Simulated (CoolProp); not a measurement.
Vapour-liquid equilibrium of cyclohexane (1) + n-heptane (2) at 211.85 °C; x and y are mole fractions of (1).

The numbers come from the multi-fluid Helmholtz-energy mixture model, Zhou 2014 and Span 2003; pair parameters Bell 2016 in CoolProp.

| x | bubble pressure (MPa) | y at the bubble point | dew pressure at overall composition x (MPa) | liquid density (mol/L) |
|---|---|---|---|---|
| 0.05 | 1.216 | 0.060 | 1.213 | 4.828 |
| 0.15 | 1.258 | 0.177 | 1.248 | 4.972 |
| 0.25 | 1.300 | 0.289 | 1.285 | 5.124 |
| 0.35 | 1.343 | 0.397 | 1.324 | 5.286 |
| 0.45 | 1.385 | 0.500 | 1.364 | 5.457 |
| 0.55 | 1.428 | 0.598 | 1.407 | 5.640 |
| 0.65 | 1.470 | 0.693 | 1.451 | 5.835 |
| 0.75 | 1.513 | 0.785 | 1.496 | 6.043 |
| 0.85 | 1.554 | 0.873 | 1.543 | 6.266 |
| 0.95 | 1.596 | 0.958 | 1.592 | 6.506 |

No azeotrope shows between x = 0.05 and 0.95.

The pair parameters rest on a limited set of measurements; away from them the model extrapolates.
